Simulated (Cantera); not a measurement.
A closed system holds: 1 mol SiC, 0.011 mol N2O, 29 mol N2, equilibrated at 41.3 Torr.

Equilibrium computed with Cantera from the NASA thermochemical tables; the gas is ideal and each condensed phase is pure. Candidate condensed phases: C, Si, SiC, SiO2, Si2N2O, Si3N4; 34 gas species. Mutual solubility and eutectic melting of coexisting phases are not modelled. The tables' values for SiN are old estimates; treat these amounts as uncertain. The numbers say what is thermodynamically allowed, not how fast it happens.

x: gas mole fraction; n: condensed amount in mol.

```csv
T (K),x N2,x CO,x Si,x SiO,n SiC(s),n Si3N4(s)
1700,1.000,0.000327,…,5.26e-5,0.991,0.00264
1750,1.000,0.000276,…,0.000103,0.992,0.00161
1800,1.000,0.000207,…,0.000172,0.994,0.000134
1850,1.000,0.000213,…,0.000166,0.994,0
1900,1.000,0.000235,…,0.000144,0.993,0
1950,0.999,0.000269,…,0.000110,0.992,0
2000,0.999,0.000310,…,6.91e-5,0.991,0
2050,0.999,0.000345,…,3.35e-5,0.990,0
2100,0.999,0.000366,…,1.30e-5,0.988,0
```

### Question
Complete the blanks.

### Answer

- 1700, x Si: 1.15e-6
- 1750, x Si: 4.60e-6
- 1800, x Si: 1.70e-5
- 1850, x Si: 3.90e-5
- 1900, x Si: 7.79e-5
- 1950, x Si: 0.000138
- 2000, x Si: 0.000212
- 2050, x Si: 0.000282
- 2100, x Si: 0.000331
